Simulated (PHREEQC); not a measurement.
Synthetic water in mg/L, 25 °C, pH 3.88, pe 8.1:

| constituent | mg/L |
|---|---|
| Na | 370 |
| K | 3.35 |
| Ca | 319 |
| Mg | 119 |
| Cl | 566 |
| S(6) as SO4 | 1250 |
| Ni | 11.1 |
| Zn | 0.953 |
| Pb | 5.42 |
| Fe(3) | 1.54 |

Valence states are taken as typed.

Computed with PHREEQC (ion-association model, wateq4f.dat).

This is a speciation only: nothing precipitates in the calculation.

Problem. What ionic strength does the model give?

Solution. ionic strength 0.0528 mol/kgw.

Problem. In which forms is Ni present?

Solution. Ni+2 73 %, NiSO4 26 %, NiCl+ 1.3 % of the Ni.

Saturation is exceeded, for instance for Jarosite-K, Jarosite-Na; the values hold only as long as no solid forms. Species that the database lacks are ignored.
